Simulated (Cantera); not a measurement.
Input: 1 mol SiCl₄, 5 mol H₂O, 16 mol N₂, 2 mol O₂, held at 1377 °C and 1.35 Torr.

Method: chemical equilibrium by Gibbs-energy minimisation in Cantera with the NASA 1993 tables (ideal gas, pure condensed phases). Candidate condensed phases: H₂O, NH₄Cl, Si, SiO₂, Si₂N₂O, Si₃N₄; 47 gas species. The tables hold silica as quartz up to 1696 K and as liquid above; real silica turns to tridymite and cristobalite and melts near 1996 K. Equilibrium is a limit: real reactors are often held back by kinetics, nucleation or transport.

Base state: N₂ 0.636, HCl 0.139, H₂O 0.129, O₂ 0.0735, Cl 0.0203, NO 0.00127, OH 0.00109, O 0.000166 (mole fractions); condensed: SiO₂(β-quartz).

What changes in the equilibrium state with this change: pressure from 1.35 Torr to 630 Torr?


| species | before | after |
|---|---|---|
| N₂ | 0.636 | 0.639 |
| HCl | 0.139 | 0.153 |
| H₂O | 0.129 | 0.123 |
| Cl | 0.0203 | 0.00499 |
| O₂ | 0.0735 | 0.0775 |
| H | 2.46e-5 | 2.36e-7 |
| Cl₂ | 3.46e-5 | 0.000974 |
| HOCl | 5.68e-7 | 1.39e-5 |
| H₂ | 0.000131 | 5.67e-6 |
| SiO₂(β-quartz), mol | 1.000 | 1.00 |
Gases not in the tables: Si(OH)₄.
